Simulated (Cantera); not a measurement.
Catalytic stagnation flow on Pt

A jet of CH4 : O2 : N2 = 0.031 : 0.086 : 0.79 (molar parts) at 300 K and 0.0227 atm hits a platinum plate 7.5 cm away at a mass flux of 0.03 kg/m²/s; the plate temperature is set and raised in steps from an oxygen-covered start.

Model: Deutschmann's 1995 Pt surface mechanism with GRI-Mech 3.0 gas chemistry, integrated in Cantera. Catalytic surfaces can have several steady states; this one follows from the mechanism file's or the stated starting coverage.

```csv
plate T (K),wall x CH4,wall x O2,wall x H2O,wall x OH,wall x CO,wall x CO2,θ free Pt,θ O*
900,0.0217,0.0682,0.0235,4.75e-8,1.07e-5,0.0153,0.304,0.696
950,0.0171,0.0586,0.0318,1.49e-7,1.21e-5,0.0208,0.389,0.610
1000,0.0136,0.0511,0.0383,4.02e-7,1.35e-5,0.0251,0.474,0.525
1050,0.0111,0.0458,0.0428,9.53e-7,1.53e-5,0.0282,0.554,0.445
1100,0.00925,0.0420,0.0461,2.05e-6,1.77e-5,0.0304,0.628,0.372
1150,0.00793,0.0392,0.0484,4.03e-6,2.09e-5,0.0320,0.694,0.305
```
x: mole fraction at the wall; θ: surface coverage.
